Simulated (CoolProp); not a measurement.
Computed with CoolProp (reference Helmholtz-energy equation of state, Outcalt 1996). It is a modified Benedict-Webb-Rubin equation, recast in Helmholtz form.

Q: For R152A, give the phase and the cp (kJ/(kg K)), Prandtl number at 184.6 K and 178 kPa; 460.9 K and 28.8 kPa.

A: 
- 184.6 K and 178 kPa: liquid; cp 1.52, Prandtl number 8.16
- 460.9 K and 28.8 kPa: gas; cp 1.39, Prandtl number 0.789

Viscosity comes from a separate model (Bell 2016), an estimate that may be off by 10 % or more. Thermal conductivity comes from a separate model (Krauss 1996).
